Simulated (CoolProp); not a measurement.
Sulfur hexafluoride along the isotherm 36.85 °C: fugacity coefficient from the reference equation and from simpler models built on Tc = 45.6 °C, pc = 37.55 bar, ω = 0.210; each cubic takes its own stable root.

Values from CoolProp's reference Helmholtz-energy equation of state, Guder 2009.

```csv
p (bar),phase,reference
0.594,gas,0.9942
1.22,gas,0.9881
2.5,gas,0.9757
5.14,gas,0.9501
10.6,gas,0.8977
21.7,gas,0.7916
44.5,liquid,0.5170
91.4,liquid,0.3059
188,liquid,0.2144
```

How far does each simpler model (van der Waals, Soave-Redlich-Kwong, Peng-Robinson) lie from the reference over these 9 states: mean and median of the absolute difference, and the worst?


- van der Waals: mean 8.4 %, median 1.5 %, worst +37.5 % at 36.85 °C and 188 bar
- Soave-Redlich-Kwong: mean 1.2 %, median 0.1 %, worst +5.6 % at 36.85 °C and 188 bar
- Peng-Robinson: mean 1.6 %, median 1.2 %, worst -4.7 % at 36.85 °C and 188 bar
